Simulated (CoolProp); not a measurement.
Vapour pressure (MPa) of methane: the reference equation beside estimates from Tc = -82.6 °C, pc = 4.599 MPa, ω = 0.011.

Values from CoolProp's reference Helmholtz-energy equation of state, Setzmann 1991.

```
T (°C)   reference  van der Waals  Soave-Redlich-Kwong  Peng-Robinson
-------  ---------  -------------  -------------------  -------------
-159.55     0.1185         0.3848               0.1156         0.1193
-154.65     0.1719         0.4896               0.1690            ___
-149.65     0.2435         0.6148               0.2409            ___
-144.75     0.3333            ___               0.3316         0.3352
-139.75     0.4481         0.9221               0.4480         0.4507
-134.85     0.5866          1.106               0.5887         0.5900
-129.95     0.7539          1.311               0.7592         0.7586
-124.95     0.9577          1.545               0.9672         0.9641
-120.05      1.193          1.798                1.208          1.202
-115.05      1.474          2.082                1.494          1.485
-110.15      1.792          2.386                1.818          1.807
-105.25      2.157          2.716                2.189          2.175
```

Q: What belongs in the gaps?

A: 
- -154.65, Peng-Robinson: 0.1730
- -149.65, Peng-Robinson: 0.2449
- -144.75, van der Waals: 0.7567

Absolute difference from the reference over all 12 rows, mean and median: van der Waals 97.5 and 81.2 %, Soave-Redlich-Kwong 1.1 and 1.2 %, Peng-Robinson 0.7 and 0.7 %.
